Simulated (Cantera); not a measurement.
Input (Python, Cantera):

```python
import numpy as np
import cantera as ct

gas = ct.Solution("h2o2.yaml")
gas.TPX = 450, 1000000, {'H2': 1, 'O2': 0.208, 'N2': 0.783}
flame = ct.FreeFlame(gas, width=0.008)
flame.set_refine_criteria(ratio=3, slope=0.08, curve=0.16)
flame.transport_model = "mixture-averaged"
flame.solve(loglevel=0, auto=True)
z, T = flame.grid, flame.T
thick = (T[-1] - T[0]) / np.gradient(T, z).max()
show = ['H2', 'O2', 'H', 'H2O', 'H2O2', 'O']
print(f"laminar burning velocity  {flame.velocity[0] * 100:.3f} cm/s")
print(f"burnt temperature         {T[-1]:.1f} K")
print(f"thermal thickness         {thick * 1e3:.4f} mm")
print(f"grid points               {len(z)}")
z0 = z[flame.heat_release_rate.argmax()]
print(f"{'z/mm':>9s}{'T/K':>9s}{'u/(m/s)':>9s}" + "".join(f"{s:>11s}" for s in show))
rows = []
for k in (-3, -2, -1.5, -1, -0.5, -0.25, 0, 0.25, 0.5, 1, 2, 4, 8):
    zz = z0 + k * thick
    rows.append([k * thick, np.interp(zz, z, T), np.interp(zz, z, flame.velocity),
                 *(np.interp(zz, z, flame.X[gas.species_index(s)]) for s in show)])
    print(f"{rows[-1][0] * 1e3:9.3f}{rows[-1][1]:9.1f}{rows[-1][2]:9.3f}" + "".join(f"{x:11.3e}" for x in rows[-1][3:]))
```

It prints:

```
laminar burning velocity  419.790 cm/s
burnt temperature         2072.7 K
thermal thickness         0.0246 mm
grid points               116
     z/mm      T/K  u/(m/s)         H2         O2          H        H2O       H2O2          O
   -0.074    450.0    4.198  5.022e-01  1.045e-01  1.102e-13  1.011e-07  4.506e-10  8.055e-11
   -0.049    450.3    4.199  5.021e-01  1.045e-01  1.361e-12  1.116e-06  5.728e-09  9.815e-10
   -0.037    451.4    4.206  5.016e-01  1.046e-01  1.371e-11  1.034e-05  6.543e-08  8.694e-09
   -0.025    460.9    4.273  4.987e-01  1.052e-01  5.922e-10  1.571e-04  1.251e-06  1.164e-07
   -0.012    601.8    5.392  4.754e-01  1.064e-01  3.756e-05  7.371e-03  6.382e-05  9.125e-06
   -0.006    935.7    8.113  4.377e-01  9.446e-02  1.948e-03  4.187e-02  1.336e-04  1.370e-04
    0.000   1317.0   11.210  3.898e-01  6.715e-02  9.874e-03  1.019e-01  5.676e-05  5.755e-04
    0.006   1580.8   13.385  3.482e-01  3.665e-02  1.995e-02  1.607e-01  8.572e-06  8.026e-04
    0.012   1727.6   14.608  3.238e-01  1.668e-02  2.578e-02  1.982e-01  3.071e-06  5.718e-04
    0.025   1850.1   15.603  3.098e-01  3.186e-03  2.624e-02  2.241e-01  1.022e-06  1.940e-04
    0.049   1931.5   16.220  3.109e-01  2.274e-04  1.971e-02  2.310e-01  2.576e-07  6.520e-05
    0.098   1990.4   16.648  3.154e-01  1.395e-05  1.234e-02  2.327e-01  9.161e-08  2.570e-05
    0.196   2029.3   16.926  3.188e-01  3.254e-06  6.976e-03  2.337e-01  3.426e-08  8.552e-06
```

Computed with Cantera and the H2/O2 subset of GRI-Mech 3.0, which has no nitrogen chemistry. The hydrogen kinetics of GRI-Mech 3.0 are dated; newer H2 mechanisms differ, most at raised pressure. Burning velocities carry a grid error of a few per cent, more on coarse grids.
